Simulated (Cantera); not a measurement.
Charge: 1 mol BN, 0.25 mol O₂, 0.71 mol H₂, held at 3.00 mbar.

Method: chemical equilibrium by Gibbs-energy minimisation in Cantera with the NASA 1993 tables (ideal gas, pure condensed phases). Candidate condensed phases: B, BN, B₂O₃, B₃O₃H₃, H₂O; 39 gas species. Mutual solubility and eutectic melting of coexisting phases are not modelled. Kinetics and transport are ignored.

Question: Which condensed phases are stable at each of these points (T (K)): 823, 923, 1023, 1123, 1223, 1323, 1423, 1523, 1623, 1723, 1823, 1923, 2023, 2123?

Answer: 
```json
[
 {"T (K)": "823", "condensed phases": "BN(s) + B₂O₃(l)", "B condensed (%)": "100.0"},
 {"T (K)": "923", "condensed phases": "BN(s) + B₂O₃(l)", "B condensed (%)": "100.0"},
 {"T (K)": "1023", "condensed phases": "BN(s) + B₂O₃(l)", "B condensed (%)": "100.0"},
 {"T (K)": "1123", "condensed phases": "BN(s) + B₂O₃(l)", "B condensed (%)": "100.0"},
 {"T (K)": "1223", "condensed phases": "BN(s) + B₂O₃(l)", "B condensed (%)": "100.0"},
 {"T (K)": "1323", "condensed phases": "BN(s) + B₂O₃(l)", "B condensed (%)": "99.8"},
 {"T (K)": "1423", "condensed phases": "BN(s) + B₂O₃(l)", "B condensed (%)": "99.1"},
 {"T (K)": "1523", "condensed phases": "BN(s) + B₂O₃(l)", "B condensed (%)": "95.5"},
 {"T (K)": "1623", "condensed phases": "BN(s) + B₂O₃(l)", "B condensed (%)": "74.7"},
 {"T (K)": "1723", "condensed phases": "BN(s)", "B condensed (%)": "60.1"},
 {"T (K)": "1823", "condensed phases": "BN(s)", "B condensed (%)": "55.0"},
 {"T (K)": "1923", "condensed phases": "BN(s)", "B condensed (%)": "51.7"},
 {"T (K)": "2023", "condensed phases": "BN(s)", "B condensed (%)": "50.3"},
 {"T (K)": "2123", "condensed phases": "B(s) + BN(s)", "B condensed (%)": "49.6"}
]
```

From 823 K to 1623 K the condensed part is BN(s) + B₂O₃(l). From 1723 K to 2023 K the condensed part is BN(s). At 2123 K the condensed part is B(s) + BN(s).
